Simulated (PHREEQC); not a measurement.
# Metal-bearing waste water: speciation

A solution holds 0.064 mol CdCl2, 0.01 mol CuCl2 and 0.13 mol H2SO4 per kg of water, at 12 °C. Closed to the air; pH follows from the charge balance.

Equilibrium calculation in PHREEQC: ion-association model, phreeqc.dat.

Each row changes one thing in this solution. Precipitation was switched off in this run.

| case | pH | ionic strength (mol/kgw) | Cl- (mol/kgw) | HSO4- (mol/kgw) | CdCl+ (mol/kgw) | SO4-2 (mol/kgw) |
|---|---|---|---|---|---|---|
| as made | 0.88 | 0.295 | 0.0991 | 0.0906 | 0.0346 | 0.0261 |
| CuCl2 left out | 0.88 | 0.275 | 0.0837 | 0.0917 | 0.0330 | 0.0259 |
| temperature from 12 to 80 °C | 0.96 | 0.255 | 0.0896 | 0.118 | 0.0373 | 0.00825 |
| H2SO4 from 0.13 to 0.26 mol/kgw | 0.61 | 0.451 | 0.102 | 0.205 | 0.0333 | 0.0381 |
| temperature from 12 to 90 °C | 0.97 | 0.251 | 0.0883 | 0.120 | 0.0374 | 0.00656 |
| CdCl2 replaced by CdSO4 at the same molality | 0.94 | 0.302 | 0.0116 | 0.115 | 0.00801 | 0.0389 |
| 0.03 mol/kgw LiF added | 0.94 | 0.301 | 0.0998 | 0.0853 | 0.0341 | 0.0289 |

Constants without temperature data keep their 25 °C values here.
